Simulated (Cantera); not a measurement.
An isothermal, constant-pressure homogeneous reactor starts with NO : N2 = 1 : 0.14 (molar parts), at 1923 K and 2200 Pa.

Computed with Cantera and GRI-Mech 3.0 (53 species, 325 reactions). Radical loss at walls, strong at low pressure, is not modelled.

x: mole fraction; the columns are a selection and need not sum to one.

```csv
t (s),x NO,x NO2,x O2,x N2O,x N2
2.00e-5,0.877,9.15e-11,4.41e-11,2.20e-7,0.123
7.76e-5,0.877,[?],6.62e-10,[?],0.123
0.000301,0.877,[?],[?],[?],0.123
0.00117,0.877,2.88e-7,1.50e-7,1.26e-5,0.123
0.00454,0.877,3.49e-6,2.39e-6,4.64e-5,0.123
0.0176,0.877,2.27e-5,4.88e-5,0.000145,0.123
0.0684,0.875,4.04e-5,0.000726,0.000261,0.124
0.265,0.868,4.84e-5,0.00421,0.000265,0.127
1.03,0.840,7.15e-5,0.0182,0.000236,0.141
4.00,0.726,0.000120,0.0750,0.000157,0.198
```

Problem. Fill in the missing entries.

Solution. 
- 7.76e-5, x NO2: 1.37e-9
- 7.76e-5, x N2O: 8.52e-7
- 0.000301, x NO2: 2.04e-8
- 0.000301, x O2: 9.99e-9
- 0.000301, x N2O: 3.30e-6
